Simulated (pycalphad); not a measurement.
# Phase fractions of Sn-12.68Si (at.%)

CALPHAD calculation (pycalphad, COST 507 light-alloy database (1999)), 1 atm. These are 1990s assessments: newer ones move some temperatures and phases. Phase fractions are per mole of atoms.

| T (K) | LIQUID | DIAMOND_A4 |
|---|---|---|
| 1400 | 0.944 | 0.056 |
| 1360 | 0.925 | 0.075 |
| 1320 | 0.912 | 0.088 |
| 1280 | 0.902 | 0.098 |
| 1240 | 0.895 | 0.105 |
| 1200 | 0.890 | 0.110 |
| 1160 | 0.885 | 0.115 |
| 1120 | 0.882 | 0.118 |
| 1080 | 0.880 | 0.120 |
| 1040 | 0.878 | 0.122 |
| 1000 | 0.876 | 0.124 |
| 960 | 0.875 | 0.125 |
| 920 | 0.875 | 0.125 |
| 880 | 0.874 | 0.126 |
| 840 | 0.874 | 0.126 |
| 800 | 0.873 | 0.127 |
| 760 | 0.873 | 0.127 |
| 720 | 0.873 | 0.127 |
| 680 | 0.873 | 0.127 |
| 640 | 0.873 | 0.127 |
| 600 | 0.873 | 0.127 |
| 560 | 0.873 | 0.127 |
| 520 | 0.873 | 0.127 |

DIAMOND_A4 is diamond (Si).
